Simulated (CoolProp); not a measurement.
Properties of water along the isobar 100 MPa (Tc = 647.1 K, pc = 22.06 MPa, ω = 0.344).

Computed with CoolProp (reference Helmholtz-energy equation of state, Wagner 2002).

```
T (K)   phase  cp (kJ/(kg K))  speed of sound (m/s)  expansivity (1/kK)  conductivity (mW/(m K))  Prandtl number  fugacity coefficient
-----  ------  --------------  --------------------  ------------------  -----------------------  --------------  --------------------
399.7  liquid           4.057                  1718              0.7161                      740            1.34              0.004164
424.9  liquid           4.080                  1690              0.7955                      743            1.12              0.008205
450    liquid           4.111                  1653              0.8762                      740               …               0.01472
475.2  liquid           4.150                  1607              0.9613                      732           0.879                     …
500.3  liquid           4.197                  1555               1.053                        …           0.813               0.03828
525.5  liquid           4.256                     …               1.154                        …           0.769               0.05666
550.7  liquid           4.326                  1434               1.269                      684           0.741               0.08004
575.8  liquid           4.408                  1367               1.399                      660           0.726                0.1085
601    liquid           4.506                  1298                   …                      634           0.722                0.1421
626.1  liquid           4.622                  1227               1.725                      605           0.727                0.1803
```

**Question.** Some entries are withheld; supply them.

**Answer.** 
- 450, Prandtl number: 0.975
- 475.2, fugacity coefficient: 0.02453
- 500.3, conductivity (mW/(m K)): 720
- 525.5, speed of sound (m/s): 1497
- 525.5, conductivity (mW/(m K)): 704
- 601, expansivity (1/kK): 1.550

Viscosity comes from a separate model (Huber 2009). Thermal conductivity comes from a separate model (Huber 2012).
